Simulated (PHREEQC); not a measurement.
0.055 g of hydrous ferric oxide (600 m²/g; 0.2 weak and 0.005 strong sites per Fe, Dzombak-Morel constants, diffuse double layer) in 1 kg of water with 0.005 mol/kgw of an inert sodium salt and 0.00023 mol Na2HAsO4, at 25 °C; the pH is set by adding NaOH or the inert anion's acid. O2 is buffered at 0.21 atm. CO2 from the air is kept out. Nothing may precipitate in this run.

The numbers come from PHREEQC with the ion-association model, wateq4f.dat.

```tsv
pH	As sorbed (%)	surface charge σ (C/m²)	surface potential ψ (mV)
3	53.1	0.010	48
3.5	53.0	0.008	40
4.5	51.8	0.002	11
5	50.4	-0.001	-5
5.5	48.2	-0.004	-20
6.5	41.3	-0.010	-50
7	36.5	-0.013	-61
7.5	31.5	-0.015	-68
8.5	18.2	-0.021	-82
9	10.8	-0.026	-93
```

The oxide is taken as insoluble; below pH 4 it would dissolve.
